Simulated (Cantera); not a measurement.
A perfectly stirred reactor is fed with 32.3 % H2, 32.3 % O2, 35.5 % N2, equivalence ratio 0.50, at 323 Torr; it is held at 1225 K, and followed from long to short residence time.

Detailed kinetics in Cantera: the H2/O2 subset of GRI-Mech 3.0, which has no nitrogen chemistry. The temperature is held fixed by assumption; the heat of reaction is taken as removed at once.

Predict: x(H2) at τ = 3.60 s; x(O2) at τ = 3.60 s; x(H2O) at τ = 3.60 s; x(O) at τ = 3.60 s; x(OH) at τ = 3.60 s; x(H2) at τ = 0.110 s; x(O2) at τ = 0.110 s; x(H2O) at τ = 0.110 s; x(O) at τ = 0.110 s; x(OH) at τ = 0.110 s.


```
Property                  Value
---------------------  --------
x(H2) at τ = 3.60 s     8.37e-5
x(O2) at τ = 3.60 s       0.192
x(H2O) at τ = 3.60 s      0.384
x(O) at τ = 3.60 s      8.22e-6
x(OH) at τ = 3.60 s    0.000152
x(H2) at τ = 0.110 s   0.000871
x(O2) at τ = 0.110 s      0.192
x(H2O) at τ = 0.110 s     0.383
x(O) at τ = 0.110 s     9.93e-5
x(OH) at τ = 0.110 s   0.000468
```
